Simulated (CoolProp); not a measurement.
Vapour-liquid equilibrium of R22 (1) + ethanol (2) at 0.981 bar; x and y are mole fractions of (1).

Values from CoolProp's multi-fluid Helmholtz-energy mixture model, Kamei 1995 and Schroeder 2014; pair parameters Bell 2016.

```csv
x,bubble temperature (K),y at the bubble point,dew temperature at overall composition x (K),liquid density (mol/L)
0.05,301.4,0.905,(withheld),16.90
0.125,269.9,0.988,(withheld),17.40
0.2,(withheld),0.996,345.2,17.56
0.275,248.3,0.998,342.8,17.61
0.35,243.4,0.999,340.2,17.60
0.425,240.3,0.999,337.4,17.55
0.5,238.3,0.999,334.2,17.46
0.575,237.0,1.000,330.6,17.34
0.65,236.1,1.000,326.5,17.20
0.725,235.4,1.000,321.5,17.04
0.8,234.7,1.000,315.1,16.87
0.875,233.8,1.000,(withheld),16.67
0.95,232.7,1.000,290.7,16.47
```

What belongs in the gaps?


- 0.05, dew temperature at overall composition x (K): 349.5
- 0.125, dew temperature at overall composition x (K): 347.4
- 0.2, bubble temperature (K): 256.1
- 0.875, dew temperature at overall composition x (K): 306.3

No azeotrope shows between x = 0.05 and 0.95.

The pair parameters rest on a limited set of measurements; away from them the model extrapolates. With so large a gap from Raoult's law the liquid may split in two, which this calculation doesn't test in full.
